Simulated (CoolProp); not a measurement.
Water along the isotherm 427.05 °C: fugacity coefficient from the reference equation and from simpler models built on Tc = 373.9 °C, pc = 22.06 MPa, ω = 0.344; each cubic takes its own stable root.

Values from CoolProp's reference Helmholtz-energy equation of state, Wagner 2002.

```
p (MPa)          phase  reference  van der Waals  Redlich-Kwong  Soave-Redlich-Kwong  Peng-Robinson
-------  -------------  ---------  -------------  -------------  -------------------  -------------
0.316              gas     0.9965         0.9965         0.9961               0.9963         0.9958
0.492              gas     0.9945         0.9945         0.9940               0.9943         0.9935
0.767              gas     0.9915         0.9915         0.9906               0.9911         0.9899
1.19               gas     0.9868         0.9868         0.9854               0.9862         0.9844
1.86               gas     0.9794         0.9794         0.9773               0.9785         0.9756
2.89               gas     0.9679         0.9680            [?]               0.9667         0.9623
4.51               gas     0.9500         0.9502         0.9453               0.9483         0.9416
7.02               gas     0.9222         0.9227         0.9155               0.9201         0.9100
10.9               gas     0.8793         0.8803         0.8700                  [?]            [?]
17                 gas     0.8119            [?]         0.8001               0.8115         0.7910
26.5     supercritical     0.7073         0.7059         0.6932               0.7125            [?]
41.2     supercritical     0.5518         0.5519            [?]               0.5755         0.5468
64.2     supercritical     0.4088         0.4420         0.4247               0.4553         0.4253
100      supercritical     0.3146         0.3845         0.3510               0.3800            [?]
```

Fill in the missing entries.


- 2.89, Redlich-Kwong: 0.9648
- 10.9, Soave-Redlich-Kwong: 0.8772
- 10.9, Peng-Robinson: 0.8626
- 17, van der Waals: 0.8136
- 26.5, Peng-Robinson: 0.6860
- 41.2, Redlich-Kwong: 0.5446
- 100, Peng-Robinson: 0.3465
